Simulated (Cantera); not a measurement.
A closed system holds: 1 mol SiCl4, 2.3 mol Cl2, 0.72 mol H2, equilibrated at 0.100 bar.

Equilibrium computed with Cantera from the NASA thermochemical tables; the gas is ideal and each condensed phase is pure. Candidate condensed phases: Si; 19 gas species. The tables' values for SiCl3 are old estimates; treat these amounts as uncertain. Equilibrium is a limit: real reactors are often held back by kinetics, nucleation or transport. All values below are at 1227 °C.

Base state: HCl 0.339, Cl2 0.320, SiCl4 0.236, Cl 0.105, SiCl3 4.04e-5 (mole fractions); condensed: gas only.

What changes in the equilibrium state with this change: pressure from 0.100 bar to 1.90 bar?


```json
[
 {"species": "Cl2", "before": "0.320", "after": "0.375"},
 {"species": "HCl", "before": "0.339", "after": "0.354"},
 {"species": "SiCl4", "before": "0.236", "after": "0.246"},
 {"species": "Cl", "before": "0.105", "after": "0.0260"},
 {"species": "SiCl3", "before": "4.04e-5", "after": "8.93e-6"}
]
```
